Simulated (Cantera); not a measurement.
Cantera run:

```python
import numpy as np
import cantera as ct

gas_names = """
    H H2 N NH NH2 NH3 N2 N2H2 N2H4 Si SiH SiH2 SiH3 SiH4 SiN Si2 Si2N Si3
""".split()
cond_names = """
    Si(cr) Si(L) Si3N4(a)
""".split()


# ... load() reads the species with a 1 bar reference pressure and builds the phases ...
atoms = {
    'trisilylamine': {'Si': 3, 'N': 1, 'H': 9},
    'N2': {'N': 2},
    'H2': {'H': 2},
}
top_T = {'Si3N4(a)': 2400}  # K; cautious upper limits of use, not melting points


# ... equilibrate(T, P, feed) seeds the gas with the atoms and calls Mixture.equilibrate('TP', solver="vcs", rtol=1e-11, max_steps=5000) ...
results = []
T = 1425  # K
P = 133.322  # Pa
for m in [1.8, 2.5, 3.3, 4.5, 6, 8, 11, 14, 19, 26]:
    feed = {'trisilylamine': 1, 'N2': m, 'H2': 0.13}  # mol
    mix = equilibrate(T, P, feed)
    results.append((T, P, feed, dict(zip(mix.species_names, mix.species_moles))))

top = {s: max(r[3][s] / sum(r[3][g] for g in gas_names) for r in results) for s in gas_names}
cols = sorted((s for s in top if top[s] > 1e-06), key=lambda s: -top[s])[:9]
seen = [c for c in cond_names if any(r[3].get(c, 0) > 1e-12 for r in results)]
print("log10 of partial pressures in bar; condensed amounts in mol")
print(f"{'n(N2)':>10s}" + "".join(f"{s[:9]:>10s}" for s in cols + seen))
for T, P, feed, n in results:
    ng = sum(n[g] for g in gas_names)
    print(f"{feed['N2']:10.4g}" + "".join(f"{np.log10(max(n[s] / ng * P / 1e5, 1e-99)):10.3f}" for s in cols)
          + "".join(f"{n.get(c, 0):10.4g}" for c in seen))
```

Result:

```
log10 of partial pressures in bar; condensed amounts in mol
     n(N2)        H2        N2         H  Si3N4(a)
       1.8    -2.902    -4.091    -6.617         1
       2.5    -2.960    -3.626    -6.646         1
       3.3    -3.018    -3.428    -6.675         1
       4.5    -3.092    -3.281    -6.712         1
         6    -3.170    -3.182    -6.751         1
         8    -3.256    -3.109    -6.794         1
        11    -3.360    -3.048    -6.846         1
        14    -3.443    -3.012    -6.888         1
        19    -3.555    -2.977    -6.943         1
        26    -3.674    -2.950    -7.003         1
```

Cantera equilibrium calculation (NASA polynomials, part measured and part estimated; ideal gas, pure solids and liquids). The feed counts by its element totals alone.
